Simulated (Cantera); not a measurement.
Charge: 1 mol BN, 44 mol HCl, 1.7 mol H2, 1.5 mol NF3, equilibrated at 1675 K and 1.10 mbar.

Method: chemical equilibrium by Gibbs-energy minimisation in Cantera with the NASA 1993 tables (ideal gas, pure condensed phases). Candidate condensed phases: B, BN, NH4Cl; 40 gas species. The tables' values for BF2, BClF, BCl2, BCl are old estimates; treat these amounts as uncertain. Gases not in the tables: BHCl2. Rates play no part.

Base state: HCl 0.879, HF 0.0338, H2 0.0257, N2 0.0254, BF3 0.0183, Cl 0.0150, BF2 0.00130, H 0.000561 (mole fractions); condensed: gas only.

### Question
What changes in the equilibrium state with this change: pressure from 1.10 mbar to 13.3 mbar?

### Answer
| species | before | after |
|---|---|---|
| HCl | 0.879 | 0.895 |
| HF | 0.0338 | 0.0329 |
| N2 | 0.0254 | 0.0256 |
| Cl | 0.0150 | 0.00478 |
| H2 | 0.0257 | 0.0215 |
| BF3 | 0.0183 | 0.0195 |
| BF | 0.000142 | 1.10e-5 |
| BCl | 1.70e-5 | 1.38e-6 |
| H | 0.000561 | 0.000148 |
| BF2 | 0.00130 | 0.000374 |
| BClF | 6.34e-5 | 1.91e-5 |
The tables' values for BF2, BClF are old estimates; treat these amounts as uncertain.

### Question
What changes in the equilibrium state with this change: temperature from 1675 K to 1573 K?

### Answer
```tsv
species	before	after
HCl	0.879	0.894
HF	0.0338	0.0319
N2	0.0254	0.0256
Cl	0.0150	0.00587
H2	0.0257	0.0220
BF3	0.0183	0.0198
BCl	1.70e-5	1.51e-6
BF	0.000142	1.69e-5
BCl2	2.57e-5	4.48e-6
BClF	6.34e-5	1.33e-5
BF2	0.00130	0.000397
```
The tables' values for BF2, BClF are old estimates; treat these amounts as uncertain.
